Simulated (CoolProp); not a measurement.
Vapour-liquid equilibrium of nitrogen (1) + oxygen (2) at 6.1 bar; x and y are mole fractions of (1).

Values from CoolProp's multi-fluid Helmholtz-energy mixture model, Span 2000 and Schmidt 1985; pair parameters Gernert 2013.

Task: Give the bubble temperature and the first vapour's composition at x = 0.05, 0.5, 0.8. Is there an azeotrope?

Result: x = 0.05: -162.8 °C, y = 0.120; x = 0.5: -170.9 °C, y = 0.713; x = 0.8: -174.5 °C, y = 0.907. No azeotrope shows between x = 0.05 and 0.95.

Pair parameters are fitted to limited data, so mixtures are less certain than the pure fluids.
